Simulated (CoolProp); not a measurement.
Vapour-liquid equilibrium of C2F6 (R116) (1) + propane (2) at 0.395 MPa; x and y are mole fractions of (1).

Computed with CoolProp (multi-fluid Helmholtz-energy mixture model, Lemmon 2006 and Lemmon 2009; pair parameters Bell 2016).

```csv
x,bubble temperature (°C),y at the bubble point,dew temperature at overall composition x (°C),liquid density (mol/L)
0.05,-24.3,0.469,-7.5,12.49
0.125,-37.2,0.689,-10.1,12.56
0.2,-42.0,0.752,-12.8,12.41
0.275,-43.8,0.776,-15.7,12.20
0.35,-44.5,0.786,-18.8,11.97
0.425,-45.0,0.792,-22.2,11.74
0.5,-45.3,0.798,-25.9,11.53
0.575,-45.8,0.807,-30.0,11.34
0.65,-46.3,0.821,-34.6,11.16
0.725,-46.8,0.840,-39.8,11.01
0.8,-47.4,0.867,-45.4,10.88
0.875,-47.9,0.905,-47.5,10.77
0.95,-48.2,0.956,-48.2,10.67
```

No azeotrope shows between x = 0.05 and 0.95.

Pair parameters are fitted to limited data, so mixtures are less certain than the pure fluids. With so large a gap from Raoult's law the liquid may split in two, which this calculation doesn't test in full.
